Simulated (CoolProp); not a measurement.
Saturation properties of R236FA.

The numbers come from the reference Helmholtz-energy equation of state, Pan 2012 in CoolProp.

```tsv
T (K)	p (MPa)	enthalpy of vaporisation (kJ/kg)	surface tension (mN/m)	liquid viscosity (µPa s)	liquid conductivity (mW/(m K))
212.8	0.003673	187.8	20.7	1150	101
229	0.01132	180.0	18.5	808	94.8
245.2	0.02908	172.3	16.3	603	89.3
261.4	0.06477	164.5	14.2	468	84.1
277.6	0.1289	156.4	12.1	373	79.2
293.8	0.2346	147.7	10.1	302	74.4
310	0.3971	138.3	8.19	247	69.7
326.2	0.6339	127.7	6.35	202	65.1
342.5	0.9670	115.4	4.61	164	60.6
358.7	1.415	100.5	3.00	131	56.0
```

It boils at 271.7 K under 1 atm.

Viscosity comes from a separate model (Huber 2003), an estimate that may be off by 10 % or more. Thermal conductivity comes from a separate model (Huber 2003), an estimate that may be off by 10 % or more. Surface tension comes from a separate correlation (Mulero 2012).
